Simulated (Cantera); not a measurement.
An isothermal, constant-pressure homogeneous reactor starts with 13.5 % C₂H₆, 86.5 % N₂, at 1300 K and 0.0267 bar.

Computed with Cantera and GRI-Mech 3.0 (53 species, 325 reactions). GRI-Mech 3.0 stops at C3 and has no aromatics, soot or wall deposition, so with more carbon than oxygen in the feed, carbon stays in small species such as C2H2 where larger ones or solid carbon would form. Radical loss at walls, strong at low pressure, is not modelled.

x: mole fraction; the columns are a selection and need not sum to one.

```json
[
 {"t (s)": "0.000400", "x C₂H₆": "0.135", "x CH₄": "4.17e-5", "x C₂H₄": "5.61e-5", "x H": "___", "x C₂H₂": "2.12e-9"},
 {"t (s)": "0.00189", "x C₂H₆": "0.131", "x CH₄": "0.000688", "x C₂H₄": "0.00283", "x H": "___", "x C₂H₂": "6.06e-6"},
 {"t (s)": "0.00894", "x C₂H₆": "0.0986", "x CH₄": "0.00732", "x C₂H₄": "0.0268", "x H": "___", "x C₂H₂": "0.000727"},
 {"t (s)": "0.0423", "x C₂H₆": "0.0205", "x CH₄": "0.0295", "x C₂H₄": "0.0736", "x H": "___", "x C₂H₂": "0.0122"},
 {"t (s)": "0.200", "x C₂H₆": "0.000374", "x CH₄": "0.0352", "x C₂H₄": "0.0585", "x H": "___", "x C₂H₂": "0.0399"},
 {"t (s)": "0.946", "x C₂H₆": "1.19e-5", "x CH₄": "0.0347", "x C₂H₄": "0.0399", "x H": "___", "x C₂H₂": "0.0570"},
 {"t (s)": "4.47", "x C₂H₆": "3.73e-6", "x CH₄": "0.0340", "x C₂H₄": "0.0189", "x H": "1.55e-6", "x C₂H₂": "0.0761"},
 {"t (s)": "21.1", "x C₂H₆": "1.87e-6", "x CH₄": "0.0333", "x C₂H₄": "0.00172", "x H": "1.64e-6", "x C₂H₂": "0.0917"},
 {"t (s)": "100", "x C₂H₆": "1.75e-6", "x CH₄": "0.0325", "x C₂H₄": "0.00121", "x H": "1.67e-6", "x C₂H₂": "0.0925"}
]
```

Q: Some entries are withheld; supply them.

A: 
- 0.000400, x H: 2.28e-6
- 0.00189, x H: 1.64e-5
- 0.00894, x H: 2.58e-5
- 0.0423, x H: 3.54e-5
- 0.200, x H: 9.63e-6
- 0.946, x H: 2.11e-6
